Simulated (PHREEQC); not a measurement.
# Brine: speciation

Solution (25 °C): 3.3 mol KCl, 1.7 mol SrCl2 and 5.6e-05 mol H4SiO4 per kg of water. Closed to the air; pH follows from the charge balance.

Computed with PHREEQC (Pitzer model, pitzer.dat).

```json
{
  "pH": "6.15",
  "ionic_strength": "8.40 mol/kgw",
  "activity_of_water": "0.755",
  "density": "1.288 g/cm³",
  "osmotic_coefficient": "1.330"
}
```

```tsv
species	molality	activity	log γ
Cl-	6.70	4.51	-0.172
K+	3.30	3.00	-0.041
Sr+2	1.70	3.14	0.267
H4SiO4	5.59e-5	4.85e-5	-0.061
H+	1.47e-7	7.01e-7	0.678
H3SiO4-	8.09e-8	1.02e-8	-0.899
OH-	6.61e-8	1.09e-8	-0.783
```

Precipitation was switched off in this run. Saturation is exceeded, for instance for Sylvite; the values hold only as long as no solid forms. In brines, pH and single-ion activities rest on the MacInnes convention.
